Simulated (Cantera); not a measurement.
# Premixed flame

A freely propagating, adiabatic, planar premixed flame of H2 : O2 : N2 : H2O = 1 : 0.333 : 1.25 : 0.065 (molar parts), equivalence ratio 1.5, unburnt at 575 K and 5030 Torr; unity-Lewis-number transport, grid criteria slope 0.08 and curve 0.16, no radiation.

Detailed kinetics in Cantera: the H2/O2 subset of GRI-Mech 3.0, which has no nitrogen chemistry. The hydrogen kinetics of GRI-Mech 3.0 are dated; newer H2 mechanisms differ, most at raised pressure. Unity Lewis numbers drop preferential diffusion, which matters most where H2 and H carry the flame. Burning velocities carry a grid error of a few per cent, more on coarse grids.

```json
[
 {"z (mm)": "-0.105", "T (K)": "575", "u (m/s)": "5.05", "x H2": "0.378", "x O2": "0.126", "x H2O": "0.0246", "x OH": "<1e-8", "x O": "<1e-8", "x HO2": "1.80e-7"},
 {"z (mm)": "-0.0702", "T (K)": "575", "u (m/s)": "5.06", "x H2": "0.378", "x O2": "0.126", "x H2O": "0.0246", "x OH": "<1e-8", "x O": "<1e-8", "x HO2": "1.33e-6"},
 {"z (mm)": "-0.0527", "T (K)": "576", "u (m/s)": "5.06", "x H2": "0.378", "x O2": "0.126", "x H2O": "0.0247", "x OH": "<1e-8", "x O": "1.54e-8", "x HO2": "5.11e-6"},
 {"z (mm)": "-0.0351", "T (K)": "585", "u (m/s)": "5.14", "x H2": "0.377", "x O2": "0.125", "x H2O": "0.0258", "x OH": "1.89e-8", "x O": "3.29e-7", "x HO2": "4.40e-5"},
 {"z (mm)": "-0.0176", "T (K)": "729", "u (m/s)": "6.35", "x H2": "0.362", "x O2": "0.117", "x H2O": "0.0442", "x OH": "3.75e-5", "x O": "2.60e-5", "x HO2": "0.000612"},
 {"z (mm)": "-0.00878", "T (K)": "1080", "u (m/s)": "9.19", "x H2": "0.317", "x O2": "0.0936", "x H2O": "0.0954", "x OH": "0.000758", "x O": "0.000398", "x HO2": "0.000716"},
 {"z (mm)": "0", "T (K)": "1511", "u (m/s)": "12.5", "x H2": "0.233", "x O2": "0.0537", "x H2O": "0.181", "x OH": "0.00307", "x O": "0.00208", "x HO2": "0.000291"},
 {"z (mm)": "0.00878", "T (K)": "1788", "u (m/s)": "14.5", "x H2": "0.165", "x O2": "0.0221", "x H2O": "0.245", "x OH": "0.00683", "x O": "0.00314", "x HO2": "0.000102"},
 {"z (mm)": "0.0176", "T (K)": "1936", "u (m/s)": "15.5", "x H2": "0.140", "x O2": "0.00914", "x H2O": "0.272", "x OH": "0.00918", "x O": "0.00300", "x HO2": "3.86e-5"},
 {"z (mm)": "0.0351", "T (K)": "2083", "u (m/s)": "16.5", "x H2": "0.134", "x O2": "0.00288", "x H2O": "0.289", "x OH": "0.00970", "x O": "0.00209", "x HO2": "1.18e-5"},
 {"z (mm)": "0.0702", "T (K)": "2207", "u (m/s)": "17.3", "x H2": "0.136", "x O2": "0.00111", "x H2O": "0.299", "x OH": "0.00789", "x O": "0.00104", "x HO2": "4.67e-6"},
 {"z (mm)": "0.140", "T (K)": "2296", "u (m/s)": "17.8", "x H2": "0.139", "x O2": "0.000447", "x H2O": "0.305", "x OH": "0.00549", "x O": "0.000425", "x HO2": "1.85e-6"},
 {"z (mm)": "0.281", "T (K)": "2353", "u (m/s)": "18.2", "x H2": "0.141", "x O2": "0.000158", "x H2O": "0.310", "x OH": "0.00345", "x O": "0.000151", "x HO2": "5.85e-7"}
]
```
x: mole fraction of selected species; z is measured from the peak of heat release.

| Property | Value |
|---|---|
| laminar burning velocity | 505 cm/s |
| thermal thickness | 0.0351 mm |
| peak x(OH) | 0.00986 |
| peak x(O) | 0.00317 |
| peak x(HO2) | 0.000853 |
| grid points | 112 |
